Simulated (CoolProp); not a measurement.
m-xylene along the isobar 846 kPa: density (kg/m³) from the reference equation and from simpler models built on Tc = 616.9 K, pc = 3535 kPa, ω = 0.326; each cubic takes its own stable root.

The numbers come from the reference Helmholtz-energy equation of state, Zhou 2012 in CoolProp.

```csv
T (K),phase,reference,van der Waals,Redlich-Kwong,Soave-Redlich-Kwong,Peng-Robinson
456,liquid,710.7,28.60,581.0,614.4,695.9
470.9,liquid,693.8,27.20,562.9,597.2,676.9
485.8,liquid,675.8,25.97,543.4,578.5,656.1
500.7,liquid,656.5,24.86,25.98,557.8,633.1
515.6,gas,25.80,23.87,24.76,25.26,25.58
530.5,gas,24.41,22.96,23.67,24.03,24.33
545.4,gas,23.24,22.13,22.71,22.96,23.23
560.3,gas,22.23,21.37,21.84,22.01,22.26
575.3,gas,21.33,20.66,21.04,21.15,21.39
590.2,gas,20.54,20.01,20.32,20.38,20.60
605.1,gas,19.82,19.40,19.65,19.68,19.88
620,gas,19.16,18.83,19.04,19.03,19.22
```

At some of these states van der Waals, Redlich-Kwong gives the other phase, because its saturation line lies elsewhere.
